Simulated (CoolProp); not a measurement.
Vapour-liquid equilibrium of n-hexane (1) + dimethyl carbonate (2) at 0.279 MPa; x and y are mole fractions of (1).

Values from CoolProp's multi-fluid Helmholtz-energy mixture model, Thol 2019 and Zhou 2011; pair parameters Bell 2016.

```json
[
 {"x": "0.05", "bubble temperature, mixture model (°C)": "118.4", "bubble temperature, Raoult's law (°C)": "124.4", "y, mixture model": "0.199", "y, Raoult's law": "0.079"},
 {"x": "0.2", "bubble temperature, mixture model (°C)": "107.7", "bubble temperature, Raoult's law (°C)": "120.9", "y, mixture model": "0.462", "y, Raoult's law": "0.292"},
 {"x": "0.35", "bubble temperature, mixture model (°C)": "103.8", "bubble temperature, Raoult's law (°C)": "117.5", "y, mixture model": "0.561", "y, Raoult's law": "0.474"},
 {"x": "0.5", "bubble temperature, mixture model (°C)": "102.1", "bubble temperature, Raoult's law (°C)": "114.4", "y, mixture model": "0.622", "y, Raoult's law": "0.629"},
 {"x": "0.65", "bubble temperature, mixture model (°C)": "101.2", "bubble temperature, Raoult's law (°C)": "111.3", "y, mixture model": "0.683", "y, Raoult's law": "0.761"},
 {"x": "0.8", "bubble temperature, mixture model (°C)": "101.3", "bubble temperature, Raoult's law (°C)": "108.5", "y, mixture model": "0.769", "y, Raoult's law": "0.874"},
 {"x": "0.95", "bubble temperature, mixture model (°C)": "103.4", "bubble temperature, Raoult's law (°C)": "105.8", "y, mixture model": "0.920", "y, Raoult's law": "0.971"}
]
```

The largest gap from Raoult's law is -13.7 K in bubble temperature, at x = 0.35. y crosses x between x = 0.65 and 0.8: the model has an azeotrope there.

Pair parameters are fitted to limited data, so mixtures are less certain than the pure fluids.
